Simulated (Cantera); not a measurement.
Mixture: CH₄ : C₂H₆ : O₂ : N₂ = 1 : 0.14 : 1.66 : 9.79 (molar parts), equivalence ratio 1.5, at 2400000 Pa, adiabatic and at constant pressure. Ignition delay is the time to a rise of 400 K.

Computed with Cantera and GRI-Mech 3.0 (53 species, 325 reactions). The pressure lies above the range GRI-Mech 3.0 was tuned for (to about 10 atm).

### Question
Predict: delay at 1300 K; delay at 1500 K; delay at 1700 K; delay at 1900 K; delay at 2100 K; apparent activation energy between 1900 and 2100 K.

### Answer
| Property | Result |
|---|---|
| delay at 1300 K | 0.190 ms |
| delay at 1500 K | 37.5 µs |
| delay at 1700 K | 9.27 µs |
| delay at 1900 K | 2.81 µs |
| delay at 2100 K | 1.11 µs |
| apparent activation energy between 1900 and 2100 K | 150 kJ/mol |
